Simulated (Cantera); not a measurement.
A freely propagating, adiabatic, planar premixed flame of CH4 : O2 : N2 = 1 : 2.17 : 8.17 (molar parts), equivalence ratio 0.92, unburnt at 373 K and 3.20 bar; multicomponent+Soret transport, grid criteria slope 0.08 and curve 0.16, no radiation.

Detailed kinetics in Cantera: GRI-Mech 3.0 (53 species, 325 reactions). Burning velocities carry a grid error of a few per cent, more on coarse grids.

x: mole fraction of selected species; z is measured from the peak of heat release.

| z (mm) | T (K) | u (m/s) | x CH4 | x O2 | x NO | x OH | x C2H | x H |
|---|---|---|---|---|---|---|---|---|
| -0.581 | 373 | 0.318 | 0.0881 | 0.191 | <1e-8 | <1e-8 | <1e-8 | <1e-8 |
| -0.387 | 376 | 0.320 | 0.0877 | 0.191 | <1e-8 | <1e-8 | <1e-8 | <1e-8 |
| -0.290 | 387 | 0.330 | 0.0865 | 0.191 | 1.13e-8 | <1e-8 | <1e-8 | <1e-8 |
| -0.194 | ___ | 0.405 | 0.0800 | 0.185 | ___ | ___ | <1e-8 | <1e-8 |
| -0.0968 | 935 | 0.807 | 0.0540 | 0.147 | 2.65e-6 | 7.51e-6 | <1e-8 | 6.63e-6 |
| -0.0484 | 1361 | 1.18 | 0.0288 | 0.104 | 6.87e-6 | 0.000115 | <1e-8 | 0.000134 |
| 0 | 1766 | 1.54 | 0.00525 | 0.0568 | 1.27e-5 | 0.00172 | 9.09e-8 | 0.00124 |
| 0.0484 | 1929 | 1.67 | 0.000160 | 0.0342 | 1.93e-5 | 0.00529 | 2.59e-8 | 0.00234 |
| 0.0968 | 1995 | 1.72 | 2.79e-6 | 0.0279 | 2.36e-5 | 0.00625 | <1e-8 | 0.00219 |
| 0.194 | 2072 | 1.78 | <1e-8 | 0.0235 | 2.90e-5 | 0.00593 | <1e-8 | 0.00142 |
| 0.387 | 2141 | 1.84 | <1e-8 | 0.0204 | 3.63e-5 | 0.00485 | <1e-8 | 0.000669 |
| 0.774 | 2187 | 1.87 | <1e-8 | 0.0183 | 4.58e-5 | 0.00371 | <1e-8 | 0.000274 |
| 1.55 | 2209 | 1.89 | <1e-8 | 0.0172 | 5.86e-5 | 0.00302 | <1e-8 | 0.000139 |

### Question
Fill in the missing entries.

### Answer

- -0.194, T (K): 474
- -0.194, x NO: 1.36e-7
- -0.194, x OH: 7.66e-8
